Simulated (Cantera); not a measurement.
Charge: 1 mol Si3N4, 0.026 mol CO2, 930 mol H2, 0.25 mol O2, held at 3.60 Torr.

These are equilibrium values from Cantera (NASA tables, ideal gas, pure condensed phases), not measurements of a reactor. Candidate condensed phases: C, C6H6, C7H8, C8H18, H2O, Si, SiC, SiO2, Si2N2O, Si3N4; 151 gas species. Mutual solubility and eutectic melting of coexisting phases are not modelled. Gases not in the tables: Si2H6 and higher silanes. Equilibrium is a limit: real reactors are often held back by kinetics, nucleation or transport.

x: gas mole fraction; n: condensed amount in mol.

```json
[
 {"T (°C)": "777", "x H2": "1.000", "x H": "1.17e-7", "x N2": "0.000198", "x Si": "<1e-12", "x SiO": "?", "x SiH": "<1e-12", "n Si2N2O(s)": "0.552", "n Si3N4(s)": "0.632", "n SiC(s)": "0", "n Si(s)": "0", "n Si(l)": "0"},
 {"T (°C)": "852", "x H2": "1.000", "x H": "6.41e-7", "x N2": "0.000211", "x Si": "<1e-12", "x SiO": "?", "x SiH": "<1e-12", "n Si2N2O(s)": "0.552", "n Si3N4(s)": "0.626", "n SiC(s)": "0.0184", "n Si(s)": "0", "n Si(l)": "0"},
 {"T (°C)": "927", "x H2": "1.000", "x H": "2.85e-6", "x N2": "0.000215", "x Si": "2.64e-11", "x SiO": "?", "x SiH": "2.74e-11", "n Si2N2O(s)": "0.552", "n Si3N4(s)": "0.624", "n SiC(s)": "0.0247", "n Si(s)": "0", "n Si(l)": "0"},
 {"T (°C)": "1002", "x H2": "1.000", "x H": "1.06e-5", "x N2": "0.000216", "x Si": "1.57e-9", "x SiO": "?", "x SiH": "1.04e-9", "n Si2N2O(s)": "0.552", "n Si3N4(s)": "0.623", "n SiC(s)": "0.0257", "n Si(s)": "0", "n Si(l)": "0"},
 {"T (°C)": "1077", "x H2": "1.000", "x H": "3.44e-5", "x N2": "0.000369", "x Si": "4.16e-8", "x SiO": "?", "x SiH": "1.84e-8", "n Si2N2O(s)": "0.549", "n Si3N4(s)": "0.554", "n SiC(s)": "0.0258", "n Si(s)": "0.211", "n Si(l)": "0"},
 {"T (°C)": "1152", "x H2": "0.998", "x H": "9.84e-5", "x N2": "0.00159", "x Si": "3.35e-7", "x SiO": "?", "x SiH": "1.03e-7", "n Si2N2O(s)": "0.519", "n Si3N4(s)": "0", "n SiC(s)": "0.0251", "n Si(s)": "1.90", "n Si(l)": "0"},
 {"T (°C)": "1227", "x H2": "0.997", "x H": "0.000254", "x N2": "0.00214", "x Si": "2.19e-6", "x SiO": "0.000576", "x SiH": "4.87e-7", "n Si2N2O(s)": "0", "n Si3N4(s)": "0", "n SiC(s)": "0.0110", "n Si(s)": "2.45", "n Si(l)": "0"},
 {"T (°C)": "1302", "x H2": "0.997", "x H": "0.000599", "x N2": "0.00214", "x Si": "1.20e-5", "x SiO": "0.000572", "x SiH": "1.98e-6", "n Si2N2O(s)": "0", "n Si3N4(s)": "0", "n SiC(s)": "0.00642", "n Si(s)": "2.44", "n Si(l)": "0"},
 {"T (°C)": "1377", "x H2": "0.996", "x H": "0.00131", "x N2": "0.00214", "x Si": "5.58e-5", "x SiO": "0.000566", "x SiH": "7.05e-6", "n Si2N2O(s)": "0", "n Si3N4(s)": "0", "n SiC(s)": "0.000645", "n Si(s)": "2.40", "n Si(l)": "0"},
 {"T (°C)": "1452", "x H2": "0.994", "x H": "0.00267", "x N2": "0.00214", "x Si": "0.000211", "x SiO": "0.000567", "x SiH": "2.09e-5", "n Si2N2O(s)": "0", "n Si3N4(s)": "0", "n SiC(s)": "0", "n Si(s)": "0", "n Si(l)": "2.23"},
 {"T (°C)": "1527", "x H2": "0.991", "x H": "0.00515", "x N2": "0.00214", "x Si": "0.000662", "x SiO": "0.000568", "x SiH": "5.21e-5", "n Si2N2O(s)": "0", "n Si3N4(s)": "0", "n SiC(s)": "0", "n Si(s)": "0", "n Si(l)": "1.75"},
 {"T (°C)": "1602", "x H2": "0.986", "x H": "0.00939", "x N2": "0.00213", "x Si": "0.00189", "x SiO": "0.000569", "x SiH": "0.000120", "n Si2N2O(s)": "0", "n Si3N4(s)": "0", "n SiC(s)": "0", "n Si(s)": "0", "n Si(l)": "0.480"}
]
```

What belongs in the gaps?


- 777, x SiO: 1.36e-12
- 852, x SiO: 1.16e-10
- 927, x SiO: 5.70e-9
- 1002, x SiO: 1.77e-7
- 1077, x SiO: 3.11e-6
- 1152, x SiO: 3.46e-5
